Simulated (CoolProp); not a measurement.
Vapour-liquid equilibrium of R152A (1) + methanol (2) at 116 kPa; x and y are mole fractions of (1).

The numbers come from the multi-fluid Helmholtz-energy mixture model, Outcalt 1996 and de Reuck 1993; pair parameters Bell 2016 in CoolProp.

```
x      bubble temperature (K)  y at the bubble point  dew temperature at overall composition x (K)  liquid density (mol/L)
-----  ----------------------  ---------------------  --------------------------------------------  ----------------------
0.05                    292.8                  0.890                                         339.8                   23.99
0.125                   273.0             (withheld)                                         337.6                   23.55
0.2                     267.2                  0.977                                         335.4              (withheld)
0.275                   264.9                  0.981                                         333.0                   21.91
0.35                    263.7                  0.982                                         330.3                   21.07
0.425                   262.8                  0.984                                         327.4                   20.26
0.5                     261.8                  0.985                                         324.1                   19.49
0.575                   260.8                  0.987                                         320.4                   18.76
0.65                    259.6                  0.988                                         316.1                   18.07
0.725                   258.2                  0.991                                         310.9                   17.40
0.8                     256.7                  0.993                                         304.3                   16.77
0.875                   255.1                  0.995                                         295.2                   16.17
0.95                    253.4                  0.998                                         279.2              (withheld)
```

Task: What belongs in the gaps?

Result: 
- 0.125, y at the bubble point: 0.966
- 0.2, liquid density (mol/L): 22.76
- 0.95, liquid density (mol/L): 15.59

No azeotrope shows between x = 0.05 and 0.95.

Pair parameters are fitted to limited data, so mixtures are less certain than the pure fluids. With so large a gap from Raoult's law the liquid may split in two, which this calculation doesn't test in full.
